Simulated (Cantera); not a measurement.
Input: 1 mol Fe, 0.46 mol CO, 3.6 mol H₂, 0.31 mol CO₂, at 0.705 Torr.

Method: chemical equilibrium by Gibbs-energy minimisation in Cantera with the NASA 1993 tables (ideal gas, pure condensed phases). Candidate condensed phases: C, C₆H₆, C₇H₈, C₈H₁₈, Fe, Fe(CO)₅, FeO, Fe(OH)₂, Fe(OH)₃, Fe₂O₃, Fe₃O₄, H₂O; 114 gas species. Kinetics and transport are ignored.

Q: Which condensed phases are stable at each of these points (T (K)): 925, 1000, 1075, 1150, 1225, 1300, 1375, 1450, 1525, 1600, 1675, 1750, 1825, 1900?

A: 
```json
[
 {"T (K)": "925", "condensed phases": "Fe(α)", "Fe condensed (%)": "100.0"},
 {"T (K)": "1000", "condensed phases": "Fe(α)", "Fe condensed (%)": "100.0"},
 {"T (K)": "1075", "condensed phases": "Fe(α)", "Fe condensed (%)": "100.0"},
 {"T (K)": "1150", "condensed phases": "Fe(α)", "Fe condensed (%)": "100.0"},
 {"T (K)": "1225", "condensed phases": "Fe(γ)", "Fe condensed (%)": "100.0"},
 {"T (K)": "1300", "condensed phases": "Fe(γ)", "Fe condensed (%)": "100.0"},
 {"T (K)": "1375", "condensed phases": "Fe(γ)", "Fe condensed (%)": "100.0"},
 {"T (K)": "1450", "condensed phases": "Fe(γ)", "Fe condensed (%)": "100.0"},
 {"T (K)": "1525", "condensed phases": "Fe(γ)", "Fe condensed (%)": "99.9"},
 {"T (K)": "1600", "condensed phases": "Fe(γ)", "Fe condensed (%)": "99.5"},
 {"T (K)": "1675", "condensed phases": "Fe(δ)", "Fe condensed (%)": "98.1"},
 {"T (K)": "1750", "condensed phases": "Fe(δ)", "Fe condensed (%)": "93.4"},
 {"T (K)": "1825", "condensed phases": "Fe(l)", "Fe condensed (%)": "79.5"},
 {"T (K)": "1900", "condensed phases": "Fe(l)", "Fe condensed (%)": "40.4"}
]
```

From 925 K to 1150 K the condensed part is Fe(α). From 1225 K to 1600 K the condensed part is Fe(γ). From 1675 K to 1750 K the condensed part is Fe(δ). From 1825 K to 1900 K the condensed part is Fe(l).
